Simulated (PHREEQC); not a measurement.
Dissolve 53 mmol/kgw HNO3, 5.6 mmol/kgw AlCl3 and 0.031 mmol/kgw AgNO3 at 75 °C. Closed to the air; pH follows from the charge balance.

The numbers come from PHREEQC with the ion-association model, wateq4f.dat.

Each row changes one thing in this solution. Precipitation was switched off in this run.

```json
[
 {"case": "as made", "pH": "1.36", "ionic strength (mol/kgw)": "0.0866", "AgCl2- (mol/kgw)": "1.57e-5", "AgCl (mol/kgw)": "1.27e-5", "AlOH+2 (mol/kgw)": "1.07e-5", "Ag+ (mol/kgw)": "1.36e-6", "SI of Cerargyrite (AgCl)": "+0.23", "SI of Boehmite (AlOOH)": "-4.57"},
 {"case": "0.0055 mol/kgw Na2CO3 added", "pH": "1.46", "ionic strength (mol/kgw)": "0.0866", "AgCl2- (mol/kgw)": "1.57e-5", "AgCl (mol/kgw)": "1.27e-5", "AlOH+2 (mol/kgw)": "(withheld)", "Ag+ (mol/kgw)": "1.36e-6", "SI of Cerargyrite (AgCl)": "+0.23", "SI of Boehmite (AlOOH)": "(withheld)"},
 {"case": "diluted 100-fold with water", "pH": "3.27", "ionic strength (mol/kgw)": "0.000830", "AgCl2- (mol/kgw)": "5.06e-10", "AgCl (mol/kgw)": "4.08e-8", "AlOH+2 (mol/kgw)": "1.20e-5", "Ag+ (mol/kgw)": "2.69e-7", "SI of Cerargyrite (AgCl)": "-2.27", "SI of Boehmite (AlOOH)": "-0.33"},
 {"case": "temperature from 75 to 15 °C", "pH": "1.35", "ionic strength (mol/kgw)": "0.0866", "AgCl2- (mol/kgw)": "1.93e-5", "AgCl (mol/kgw)": "1.07e-5", "AlOH+2 (mol/kgw)": "(withheld)", "Ag+ (mol/kgw)": "4.86e-7", "SI of Cerargyrite (AgCl)": "+1.85", "SI of Boehmite (AlOOH)": "-8.20"},
 {"case": "AgNO3 from 3.1e-05 to 1.55e-05 mol/kgw", "pH": "1.36", "ionic strength (mol/kgw)": "0.0866", "AgCl2- (mol/kgw)": "7.85e-6", "AgCl (mol/kgw)": "6.33e-6", "AlOH+2 (mol/kgw)": "1.07e-5", "Ag+ (mol/kgw)": "6.81e-7", "SI of Cerargyrite (AgCl)": "-0.08", "SI of Boehmite (AlOOH)": "-4.57"},
 {"case": "HNO3 left out", "pH": "3.13", "ionic strength (mol/kgw)": "0.0320", "AgCl2- (mol/kgw)": "1.59e-5", "AgCl (mol/kgw)": "1.28e-5", "AlOH+2 (mol/kgw)": "0.000646", "Ag+ (mol/kgw)": "1.16e-6", "SI of Cerargyrite (AgCl)": "+0.23", "SI of Boehmite (AlOOH)": "(withheld)"}
]
```

What belongs in the gaps?


- 0.0055 mol/kgw Na2CO3 added, AlOH+2 (mol/kgw): 1.35e-5
- 0.0055 mol/kgw Na2CO3 added, SI of Boehmite (AlOOH): -4.27
- temperature from 75 to 15 °C, AlOH+2 (mol/kgw): 3.07e-7
- HNO3 left out, SI of Boehmite (AlOOH): +0.87

Some of these states are supersaturated (in Cerargyrite, Boehmite (slow to form), for instance). Constants without temperature data keep their 25 °C values here.
